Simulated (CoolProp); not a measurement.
Vapour-liquid equilibrium of R227EA (1) + isobutane (2) at -13.75 °C; x and y are mole fractions of (1).

The numbers come from the multi-fluid Helmholtz-energy mixture model, Lemmon 2016 and Bücker 2006; pair parameters Bell 2016 in CoolProp.

Problem. Give the bubble pressure and the first vapour's composition at x = 0.05, 0.45, 0.75. Is there an azeotrope?

Solution. x = 0.05: 1.147 bar, y = 0.214; x = 0.45: 1.545 bar, y = 0.522; x = 0.75: 1.508 bar, y = 0.622. y crosses x between x = 0.45 and 0.55: the model has an azeotrope there.

The pair parameters rest on a limited set of measurements; away from them the model extrapolates. With so large a gap from Raoult's law the liquid may split in two, which this calculation doesn't test in full.
